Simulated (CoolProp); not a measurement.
Values from CoolProp's reference Helmholtz-energy equation of state, Lemmon 2006. It is a short technical equation, of lower accuracy than the large ones.

**Question.** Give the vapour pressure (bar), liquid density (kg/m³), vapour density (kg/m³), enthalpy of vaporisation (kJ/kg) of saturated C2F6 (R116) at -62.85 °C.

**Answer.** 
```json
[
 {"T (°C)": "-62.85", "p (bar)": "2.15", "liquid density (kg/m³)": "1540", "vapour density (kg/m³)": "18.4", "enthalpy of vaporisation (kJ/kg)": "110"}
]
```
